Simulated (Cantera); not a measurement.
A perfectly stirred reactor is fed with H2 : O2 : N2 : CO2 = 1 : 1.16 : 4.37 : 0.0068 (molar parts), at 1.01 bar; it is adiabatic with a 675 K inlet, and is followed from long to short residence time, starting on the burning branch (τ in s: 0.25, 0.099, 0.039, 0.015, 0.006, 0.0023, 0.00092, 0.00036, 0.00014, 5.6e-05).

Detailed kinetics in Cantera: GRI-Mech 3.0 (53 species, 325 reactions).

Q: Predict: blow-out, bracketed by the residence times tried; x(H2) at τ = 0.250 s; x(O2) at τ = 0.250 s; x(N2O) at τ = 0.250 s; x(H2O2) at τ = 0.250 s; x(HO2) at τ = 0.250 s; x(H2) at τ = 2.30 ms; x(O2) at τ = 2.30 ms; x(N2O) at τ = 2.30 ms; x(H2O2) at τ = 2.30 ms; x(HO2) at τ = 2.30 ms.

A: 
- blow-out, bracketed by the residence times tried = burning at 56.0 µs, the shortest tried
- x(H2) at τ = 0.250 s = 8.42e-5
- x(O2) at τ = 0.250 s = 0.109
- x(N2O) at τ = 0.250 s = 3.25e-7
- x(H2O2) at τ = 0.250 s = 7.54e-8
- x(HO2) at τ = 0.250 s = 1.30e-6
- x(H2) at τ = 2.30 ms = 0.00163
- x(O2) at τ = 2.30 ms = 0.108
- x(N2O) at τ = 2.30 ms = 5.72e-7
- x(H2O2) at τ = 2.30 ms = 4.45e-7
- x(HO2) at τ = 2.30 ms = 1.29e-5
